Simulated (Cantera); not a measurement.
A Cantera script and what it prints.

```python
import numpy as np
import cantera as ct

gas_names = """
    F F2 N NF NF2 NF3 N2 Si SiF SiF2 SiF3 SiF4 SiN Si2 Si2N Si3
""".split()
cond_names = """
    Si(cr) Si(L) Si3N4(a)
""".split()


# ... load() reads the species with a 1 bar reference pressure and builds the phases ...
atoms = {
    'Si': {'Si': 1},
    'F2': {'F': 2},
    'N2': {'N': 2},
}
top_T = {'Si3N4(a)': 2400}  # K; cautious upper limits of use, not melting points


# ... equilibrate(T, P, feed) seeds the gas with the atoms and calls Mixture.equilibrate('TP', solver="vcs", rtol=1e-11, max_steps=5000) ...
results = []
feed = {'Si': 1, 'F2': 6.6, 'N2': 2.6}  # mol
P = 10000  # Pa
for T in [748, 848, 948, 1048, 1148, 1248, 1348, 1448, 1548, 1648]:
    mix = equilibrate(T, P, feed)
    results.append((T, P, feed, dict(zip(mix.species_names, mix.species_moles))))

top = {s: max(r[3][s] / sum(r[3][g] for g in gas_names) for r in results) for s in gas_names}
cols = sorted((s for s in top if top[s] > 1e-05), key=lambda s: -top[s])[:6]
seen = [c for c in cond_names if any(r[3].get(c, 0) > 1e-12 for r in results)]
print("log10 of partial pressures in bar; condensed amounts in mol")
print(f"{'T/K':>10s}" + "".join(f"{s[:9]:>10s}" for s in cols + seen))
for T, P, feed, n in results:
    ng = sum(n[g] for g in gas_names)
    print(f"{T:10.4g}" + "".join(f"{np.log10(max(n[s] / ng * P / 1e5, 1e-99)):10.3f}" for s in cols)
          + "".join(f"{n.get(c, 0):10.4g}" for c in seen))
```

Result:

```
log10 of partial pressures in bar; condensed amounts in mol
       T/K         F        F2       NF3        N2      SiF4
       748    -3.293    -1.684    -1.428    -1.605    -1.777
       848    -2.458    -1.360    -1.983    -1.534    -1.878
       948    -1.917    -1.345    -2.802    -1.530    -1.934
      1048    -1.547    -1.472    -3.689    -1.566    -1.979
      1148    -1.318    -1.732    -4.662    -1.618    -2.033
      1248    -1.207    -2.115    -5.722    -1.660    -2.075
      1348    -1.166    -2.548    -6.775    -1.680    -2.095
      1448    -1.152    -2.966    -7.742    -1.688    -2.103
      1548    -1.147    -3.345    -8.603    -1.690    -2.105
      1648    -1.145    -3.684    -9.365    -1.691    -2.106
```

These are equilibrium values from Cantera (NASA tables, ideal gas, pure condensed phases), not measurements of a reactor.
